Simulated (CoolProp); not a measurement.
Vapour-liquid equilibrium of propylene (1) + acetone (2) at 25.85 °C; x and y are mole fractions of (1).

The numbers come from the multi-fluid Helmholtz-energy mixture model, Lemmon 2013 and Lemmon 2006; pair parameters Bell 2016 in CoolProp.

Task: Give the bubble pressure and the first vapour's composition at x = 0.2, 0.35, 0.5. Is there an azeotrope?

Result: x = 0.2: 469.2 kPa, y = 0.935; x = 0.35: 687.0 kPa, y = 0.958; x = 0.5: 814.7 kPa, y = 0.966. No azeotrope shows between x = 0.05 and 0.95.

The pair parameters rest on a limited set of measurements; away from them the model extrapolates. With so large a gap from Raoult's law the liquid may split in two, which this calculation doesn't test in full.
